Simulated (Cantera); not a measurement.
Input (Python, Cantera):

```python
import numpy as np
import cantera as ct

surf = ct.Interface("ptcombust.yaml", "Pt_surf")
gas = surf.adjacent["gas"]
gas.TPX = 500, 220000, {'H2': 0.026, 'O2': 0.12, 'N2': 0.79}
surf.TP = 500, 220000
reactor = ct.FlowReactor(gas, clone=False)
reactor.area = 0.0001  # m2
reactor.surface_area_to_volume_ratio = 7700  # 1/m
reactor.mass_flow_rate = 0.37 * reactor.area * gas.density  # inlet velocity 0.37 m/s
reactor.energy_enabled = False
wall = ct.ReactorSurface(surf, reactor, clone=False)
net = ct.ReactorNet([reactor])
net.rtol, net.atol = 1e-8, 1e-16
show, cover = ['H2', 'O2', 'H2O'], ['PT(S)', 'H(S)', 'O(S)', 'OH(S)', 'CO(S)', 'C(S)']

rows = []
print(f"{'z/m':>9s}{'u/(m/s)':>9s}" + "".join(f"{s:>13s}" for s in show + cover))
for z in [3.5e-05, 5.9e-05, 9.8e-05, 0.00016, 0.00027, 0.00046, 0.00076, 0.0013, 0.0021, 0.0035]:
    net.advance(z)
    rows.append([reactor.speed, *gas[show].X, *surf[cover].coverages])
    print(f"{z:9.4g}{rows[-1][0]:9.3g}" + "".join(f"{x:13.4e}" for x in rows[-1][1:]))
```

It prints:

```
      z/m  u/(m/s)           H2           O2          H2O        PT(S)         H(S)         O(S)        OH(S)        CO(S)         C(S)
  3.5e-05    0.366   3.5975e-03   1.1752e-01   2.4521e-02   4.4867e-02   3.0264e-08   8.9360e-01   6.1021e-02  -2.3440e-24  -3.2623e-29
  5.9e-05    0.365   2.2301e-03   1.1691e-01   2.5908e-02   2.7957e-02   1.1428e-08   9.2195e-01   4.9759e-02   6.5031e-25   3.3944e-29
  9.8e-05    0.365   1.3759e-03   1.1653e-01   2.6774e-02   1.7304e-02   4.3082e-09   9.4249e-01   3.9993e-02  -1.6162e-22  -6.3735e-27
  0.00016    0.365   8.5414e-04   1.1630e-01   2.7303e-02   1.0764e-02   1.6547e-09   9.5712e-01   3.1985e-02   9.6010e-25   3.1154e-29
  0.00027    0.365   5.1019e-04   1.1615e-01   2.7652e-02   6.4378e-03   5.9158e-10   9.6850e-01   2.4985e-02   9.9295e-27   2.5702e-31
  0.00046    0.365   3.0074e-04   1.1606e-01   2.7864e-02   3.7980e-03   2.0716e-10   9.7683e-01   1.9321e-02  -2.7799e-26  -5.8532e-31
  0.00076    0.365   1.8241e-04   1.1601e-01   2.7984e-02   2.3047e-03   7.7175e-11   9.8255e-01   1.5116e-02  -1.8553e-24  -1.3012e-29
   0.0013    0.365   1.0676e-04   1.1597e-01   2.8061e-02   1.3495e-03   2.6961e-11   9.8703e-01   1.1604e-02   6.2124e-26   4.1098e-32
   0.0021    0.365   6.6116e-05   1.1596e-01   2.8102e-02   8.3616e-04   1.0590e-11   9.9000e-01   9.1521e-03  -1.1221e-25  -7.4581e-30
   0.0035    0.365   3.9666e-05   1.1594e-01   2.8129e-02   5.0226e-04   3.9416e-12   9.9239e-01   7.1039e-03   1.5246e-25   1.0170e-29
```

Cantera simulation using Deutschmann's 1995 Pt surface mechanism with GRI-Mech 3.0 gas chemistry; the numbers are that mechanism's predictions, not measurements. Catalytic surfaces can have several steady states; this one follows from the mechanism file's or the stated starting coverage. Mass transfer to the wall is taken as infinitely fast.
